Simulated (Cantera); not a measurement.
An isothermal, constant-pressure homogeneous reactor starts with N2O : O2 = 1 : 0.28 (molar parts), at 1550 K and 11000 Pa. Integrator tolerance rtol = 1e-08.

Model: GRI-Mech 3.0 (53 species, 325 reactions), integrated in Cantera. GRI-Mech 3.0 was tuned for natural gas; its chemistry of N2O as a main component is partial and can be far from experiment. The temperature is held fixed by assumption; the heat of reaction is taken as removed at once.

Q: What does this change do: pressure from 11000 Pa to 24000 Pa?

A: 
```csv
quantity,before,after
x(N2O) at 4.00 s,6.48e-6 (gas-phase equilibrium 3.21e-8),6.30e-6 (gas-phase equilibrium 4.74e-8)
x(O2) at 4.00 s,0.365 (gas-phase equilibrium 0.437),0.367 (gas-phase equilibrium 0.437)
x(O) at 4.00 s,1.44e-5 (gas-phase equilibrium 1.57e-5),9.78e-6 (gas-phase equilibrium 1.06e-5)
x(NO2) at 4.00 s,0.000295 (gas-phase equilibrium 4.18e-6),0.000421 (gas-phase equilibrium 6.18e-6)
x(NO) at 4.00 s,0.147 (gas-phase equilibrium 0.00190),0.141 (gas-phase equilibrium 0.00190)
```
